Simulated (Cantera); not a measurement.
**Diamond growth**

A diamond (100) surface in a fixed gas of H2 with x(CH4) = 0.0028, x(H) = 0.012, at 975 K, 0.148 atm; coverages are run to steady state.

Model: the Harris–Goodwin 1993 mechanism for the reconstructed diamond (100) surface, integrated in Cantera.

```tsv
x(CH3)	growth (µm/h)	θ c6HH	θ c6H*	θ c6*H	θ c6**	θ c6HM
1e-06	0.0708	0.620	0.0165	0.355	0.00820	5.05e-5
2.8e-06	0.198	0.620	0.0165	0.355	0.00820	0.000142
8e-06	0.566	0.619	0.0165	0.355	0.00819	0.000404
2.3e-05	1.63	0.619	0.0165	0.355	0.00818	0.00116
6.5e-05	4.58	0.617	0.0165	0.354	0.00815	0.00327
0.00018	12.6	0.612	0.0163	0.351	0.00807	0.00898
0.00052	35.4	0.599	0.0160	0.343	0.00783	0.0253
0.0015	95.4	0.564	0.0150	0.322	0.00721	0.0681
0.0042	226	0.488	0.0129	0.277	0.00588	0.161
```
θ: site fractions in the mechanism's names (c6HH fully hydrogenated, c6H* and c6*H radical sites, c6** diradical, c6HM methylated).
